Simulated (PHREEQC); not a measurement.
2.9 g of hydrous ferric oxide (600 m²/g; 0.2 weak and 0.005 strong sites per Fe, Dzombak-Morel constants, diffuse double layer) in 1 kg of water with 0.1 mol/kgw of an inert sodium salt and 0.00042 mol/kgw CuCl2 and 0.00027 mol/kgw NiCl2, at 25 °C; the pH is set by adding NaOH or the inert anion's acid. Oxygen alone is held at its pressure in air (log pO2 = -0.68). No CO2 enters from the air. Precipitation was switched off in this run.

All values are PHREEQC results (ion-association model, wateq4f.dat), not measurements.

```csv
pH,Cu sorbed (%),Ni sorbed (%),surface charge σ (C/m²),surface potential ψ (mV)
4,16.4,0.0,0.323,146
4.75,67.1,0.3,0.249,133
5.5,97.0,4.5,0.166,113
5.88,99.3,15.6,0.130,100
6.62,99.9,68.6,0.075,75
7.38,100.0,97.4,0.036,44
8.12,100.0,99.9,0.007,10
8.5,100.0,100.0,-0.006,-8
9.25,100.0,100.0,-0.036,-44
10,99.9,100.0,-0.078,-76
```

The database's constant for dissolved Cu(OH)2 is higher than later reviews accept.
